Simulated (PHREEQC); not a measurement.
# Metal-bearing waste water: speciation

Make-up at 63 °C: 0.24 mol/kgw FeCl3, 5e-05 mol/kgw CuCl2 and 0.0028 mol/kgw HCl. It is in equilibrium with CO2 at log p = -3.4 (atm). Otherwise closed; pH follows from the charge balance.

The numbers come from PHREEQC with the ion-association model, phreeqc.dat.

pH: 1.69
ionic strength: 0.775 mol/kgw
activity of water: 0.987
total alkalinity: -483 meq/kg

| species | molality | activity | log γ |
|---|---|---|---|
| Cl- | 0.503 | 0.303 | -0.220 |
| FeCl+2 | 0.176 | 0.0292 | -0.782 |
| H+ | 0.0280 | 0.0207 | -0.132 |
| FeCl2+ | 0.0213 | 0.0135 | -0.195 |
| Fe+3 | 0.0170 | 0.00110 | -1.191 |
| FeOH+2 | 0.0149 | 0.00246 | -0.782 |
| Fe2(OH)2+4 | 0.00477 | 4.04e-5 | -2.072 |
| FeCl3 | 0.000343 | 0.000410 | 0.077 |
| Fe(OH)2+ | 0.000215 | 0.000140 | -0.187 |
| Fe3(OH)4+5 | 9.10e-5 | 5.26e-8 | -3.238 |
| CuCl+ | 2.74e-5 | 1.64e-5 | -0.222 |
| Cu+2 | 1.94e-5 | 3.88e-6 | -0.699 |
| CO2 | 5.23e-6 | 6.26e-6 | 0.077 |

Precipitation was switched off in this run. Saturation is exceeded, for instance for Hematite (slow to form), Goethite (slow to form); the values hold only as long as no solid forms. The ionic strength is past about 0.7 mol/kgw, beyond the range of this activity model, so the values are rough. At this temperature some constants are extrapolated from 25 °C, and those without enthalpy data are left unchanged.
